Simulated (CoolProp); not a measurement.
Vapour-liquid equilibrium of n-pentane (1) + toluene (2) at 324.5 K; x and y are mole fractions of (1).

Computed with CoolProp (multi-fluid Helmholtz-energy mixture model, Thol 2019 and Lemmon 2006; pair parameters Bell 2016).

Problem. Give the bubble pressure and the first vapour's composition at x = 0.125, 0.575, 0.725. Is there an azeotrope?

Solution. x = 0.125: 0.04083 MPa, y = 0.714; x = 0.575: 0.1090 MPa, y = 0.936; x = 0.725: 0.1280 MPa, y = 0.961. No azeotrope shows between x = 0.05 and 0.95.

The pair parameters rest on a limited set of measurements; away from them the model extrapolates.
